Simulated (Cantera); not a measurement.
A closed system holds: 1 mol CF4, 0.05 mol F2, at 2175 K and 1330 Pa.

Cantera equilibrium calculation (NASA polynomials, part measured and part estimated; ideal gas, pure solids and liquids). Candidate condensed phases: C; 13 gas species. Gases not in the tables: C2F6 and larger saturated fluorocarbons. Kinetics and transport are ignored.

Base state: CF4 0.674, F 0.239, CF2 0.0766, CF3 0.00953, CF 0.000160 (mole fractions); condensed: gas only.

### Question
What changes in the equilibrium state with this change: 0.0036 mol CH4 added?

### Answer
```csv
species,before,after
CF4,0.674,0.667
F,0.239,0.229
CF2,0.0766,0.0825
HF,0,0.0109
CF,0.000160,0.000180
CF3,0.00953,0.00983
```
Further candidate phases: C6H6, C7H8, C8H18.
